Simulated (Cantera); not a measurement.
An isothermal, constant-pressure homogeneous reactor starts with 0.415 % CH₂O, 0.692 % O₂, 98.9 % N₂, equivalence ratio 0.60, at 1250 K and 1000000 Pa.

Model: GRI-Mech 3.0 (53 species, 325 reactions), integrated in Cantera.

x: mole fraction; the columns are a selection and need not sum to one.

| t (s) | x CH₂O | x O₂ | x HCN | x C₂H₄ | x CH₃ | x CO |
|---|---|---|---|---|---|---|
| 0.000700 | 2.06e-10 | 0.00469 | <1e-12 | <1e-12 | 4.41e-11 | … |
| 0.00177 | 3.83e-11 | 0.00427 | <1e-12 | <1e-12 | 4.92e-12 | … |
| 0.00449 | 8.07e-12 | 0.00395 | <1e-12 | <1e-12 | <1e-12 | … |
| 0.0114 | 2.60e-12 | 0.00354 | <1e-12 | <1e-12 | <1e-12 | … |
| 0.0288 | <1e-12 | 0.00310 | <1e-12 | <1e-12 | <1e-12 | … |
| 0.0729 | <1e-12 | 0.00284 | <1e-12 | <1e-12 | <1e-12 | … |
| 0.185 | <1e-12 | 0.00277 | <1e-12 | <1e-12 | <1e-12 | … |
| 0.468 | <1e-12 | 0.00277 | <1e-12 | <1e-12 | <1e-12 | … |
| 1.18 | <1e-12 | 0.00277 | <1e-12 | <1e-12 | <1e-12 | … |
| 3.00 | <1e-12 | 0.00277 | <1e-12 | <1e-12 | <1e-12 | … |

### Question
Complete the blanks.

### Answer

- 0.000700, x CO: 0.00343
- 0.00177, x CO: 0.00291
- 0.00449, x CO: 0.00235
- 0.0114, x CO: 0.00155
- 0.0288, x CO: 0.000654
- 0.0729, x CO: 0.000137
- 0.185, x CO: 8.55e-6
- 0.468, x CO: 8.41e-8
- 1.18, x CO: 1.81e-9
- 3.00, x CO: 1.36e-9
